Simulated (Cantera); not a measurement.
An adiabatic, constant-pressure homogeneous reactor starts with CH₄ : O₂ : N₂ : CO₂ = 1 : 1.67 : 6.27 : 0.33 (molar parts), equivalence ratio 1.2, at 1075 K and 1.40 bar. Integrator tolerance rtol = 1e-08.

Computed with Cantera and GRI-Mech 3.0 (53 species, 325 reactions).

**Question.** What does this change do: initial temperature 1075 to 1100 K?

**Answer.** 
| quantity | before | after |
|---|---|---|
| time of steepest temperature rise | 0.259 s | 0.175 s |
| temperature at 2.00 s | 2541 K | 2554 K |
| equilibrium temperature | 2541 K | 2554 K |
| x(CH₄) at 2.00 s | <1e-12 (gas-phase equilibrium <1e-12) | <1e-12 (gas-phase equilibrium <1e-12) |
| x(O₂) at 2.00 s | 0.00283 (gas-phase equilibrium 0.00283) | 0.00308 (gas-phase equilibrium 0.00308) |
| x(CO₂) at 2.00 s | 0.0793 (gas-phase equilibrium 0.0793) | 0.0786 (gas-phase equilibrium 0.0786) |
| x(NO) at 2.00 s | 0.00260 (gas-phase equilibrium 0.00260) | 0.00277 (gas-phase equilibrium 0.00277) |
| x(H) at 2.00 s | 0.00369 (gas-phase equilibrium 0.00369) | 0.00391 (gas-phase equilibrium 0.00391) |

**Question.** What does this change do: constant volume in place of constant pressure?

**Answer.** 
```tsv
quantity	before	after
time of steepest temperature rise	0.259 s	0.249 s
temperature at 2.00 s	2541 K	2772 K
equilibrium temperature	2541 K	2772 K
x(CH₄) at 2.00 s	<1e-12 (gas-phase equilibrium <1e-12)	<1e-12 (gas-phase equilibrium <1e-12)
x(O₂) at 2.00 s	0.00283 (gas-phase equilibrium 0.00283)	0.00558 (gas-phase equilibrium 0.00558)
x(CO₂) at 2.00 s	0.0793 (gas-phase equilibrium 0.0793)	0.0705 (gas-phase equilibrium 0.0705)
x(NO) at 2.00 s	0.00260 (gas-phase equilibrium 0.00260)	0.00521 (gas-phase equilibrium 0.00521)
x(H) at 2.00 s	0.00369 (gas-phase equilibrium 0.00369)	0.00583 (gas-phase equilibrium 0.00583)
```
